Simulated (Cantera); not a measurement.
## Thermodynamics of carbon deposition, reforming and gasification, feed C2H2 + H2O + H2

Charge: 1 mol C2H2, 0.3 mol H2O, 24 mol H2, at 1450 °C and 0.100 bar.

These are equilibrium values from Cantera (NASA tables, ideal gas, pure condensed phases), not measurements of a reactor. Candidate condensed phases: C, C6H6, C7H8, C8H18, H2O; 110 gas species. Kinetics and transport are ignored.

The x(H2) comes out as 0.988 and the x(CO) is 0.0117. The x(H) is 0.000574. The x(CH4) comes out as 9.81e-5. The x(C2H2 (acetylene)) comes out as 8.95e-5. The x(CH3) is 1.16e-6 and the n(C(graphite)) comes out as 1.69 mol. The gas amount is 25.60 mol.
